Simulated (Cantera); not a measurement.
Input: 1 mol PbO, 0.8 mol C, 6.8 mol H2, at 2300 K and 1.13 Torr.

Cantera equilibrium calculation (NASA polynomials, part measured and part estimated; ideal gas, pure solids and liquids). Candidate condensed phases: C, C6H6, C7H8, C8H18, H2O, Pb, PbO, PbO2, Pb3O4; 113 gas species. Kinetics and transport are ignored.

**Question.** What is the equilibrium state?

**Answer.** 
* **x(H2)**: 0.597
* **x(H)**: 0.193
* **x(Pb)**: 0.105
* **x(CO)**: 0.0835
* **x(H2O)**: 0.0192
* **x(OH)**: 0.00100
* **x(CO2)**: 0.000480
* **x(O)**: 0.000221
* **x(PbO)**: 4.00e-5
* **gas amount**: 9.527 mol
* **log10 activity of Pb(l) (absent)**: -4.36
* **log10 activity of C(graphite) (absent)**: -6.79
